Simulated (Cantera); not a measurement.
Input (Python, Cantera) and output of one run.

```python
import numpy as np
import cantera as ct

gas_names = """
    CL CL2 H HCL H2 Si SiCL SiCL2 SiCL3 SiCL4 SiH SiHCL3 SiH2 SiH2CL2 SiH3 SiH3CL SiH4 Si2 Si3
""".split()
cond_names = """
    Si(cr) Si(L)
""".split()


# ... load() reads the species with a 1 bar reference pressure and builds the phases ...
atoms = {
    'SiHCl3': {'Si': 1, 'H': 1, 'CL': 3},
    'HCl': {'H': 1, 'CL': 1},
    'H2': {'H': 2},
}
top_T = {}  # K; cautious upper limits of use, not melting points


# ... equilibrate(T, P, feed) seeds the gas with the atoms and calls Mixture.equilibrate('TP', solver="vcs", rtol=1e-11, max_steps=5000) ...
results = []
feed = {'SiHCl3': 1, 'HCl': 1.1, 'H2': 30}  # mol
T = 975  # K
P = 100000  # Pa
mix = equilibrate(T, P, feed)
results.append((T, P, feed, dict(zip(mix.species_names, mix.species_moles))))
print(gas.report(threshold=0.001))
for i in range(1, mix.n_phases):
    print(f"{mix.phase(i).name:16s} {mix.phase_moles(i):12.5e} mol")
```

Result:

```
       temperature   975 K
          pressure   1e+05 Pa
           density   0.090695 kg/m^3
  mean mol. weight   7.3523 kg/kmol
   phase of matter   gas

                          1 kg             1 kmol
                     ---------------   ---------------
          enthalpy        1.6558e+05        1.2174e+06  J
   internal energy       -9.3701e+05       -6.8892e+06  J
           entropy             24030        1.7667e+05  J/K
    Gibbs function       -2.3263e+07       -1.7104e+08  J
 heat capacity c_p            4415.3             32462  J/K
 heat capacity c_v            3284.4             24148  J/K

                      mass frac. Y      mole frac. X     chem. pot. / RT
                     ---------------   ---------------   ---------------
               HCL          0.064891          0.013086           -39.937
                H2           0.26207           0.95576           -17.488
             SiCL4           0.49909            0.0216           -131.19
            SiHCL3           0.16615          0.009019           -108.74
     [  +15 minor]         0.0078016        0.00053156

Si(cr)            0.00000e+00 mol
```

Cantera equilibrium calculation (NASA polynomials, part measured and part estimated; ideal gas, pure solids and liquids). The tables' values for SiCl3 are old estimates; treat these amounts as uncertain.
